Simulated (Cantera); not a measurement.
A perfectly stirred reactor is fed with 3.44 % CH4, 11.1 % O2, 85.4 % N2, equivalence ratio 0.62, at 1.00 bar; it is adiabatic with a 698 K inlet, and is followed from long to short residence time, starting on the burning branch (τ in s: 0.2, 0.067, 0.022, 0.0074, 0.0024, 0.00081, 0.00027, 8.9e-05, 2.9e-05, 9.7e-06, 3.2e-06).

Computed with Cantera and GRI-Mech 3.0 (53 species, 325 reactions).

x: mole fraction; the columns are a selection and need not sum to one.

```tsv
τ (s)	T (K)	x CH4	x O2	x H	x CO2	x CH2O
0.20	1492	1.50e-5	0.0424	___	0.0342	1.20e-6
0.067	1488	3.01e-5	0.0425	___	0.0339	2.56e-6
0.022	1481	6.19e-5	0.0428	___	0.0334	5.45e-6
0.0074	1466	0.000129	0.0435	___	0.0321	1.13e-5
0.0024	1434	0.000308	0.0452	___	0.0293	2.54e-5
0.00081	698	0.0344	0.111	<1e-12	<1e-12	<1e-12
0.00027	698	0.0344	0.111	<1e-12	<1e-12	<1e-12
8.9e-5	698	0.0344	0.111	<1e-12	<1e-12	<1e-12
2.9e-5	698	0.0344	0.111	<1e-12	<1e-12	<1e-12
9.7e-6	698	0.0344	0.111	<1e-12	<1e-12	<1e-12
3.2e-6	698	0.0344	0.111	<1e-12	<1e-12	<1e-12
```

Problem. What belongs in the gaps?

Solution. 
- 0.20, x H: 7.33e-6
- 0.067, x H: 2.09e-5
- 0.022, x H: 5.91e-5
- 0.0074, x H: 0.000153
- 0.0024, x H: 0.000353
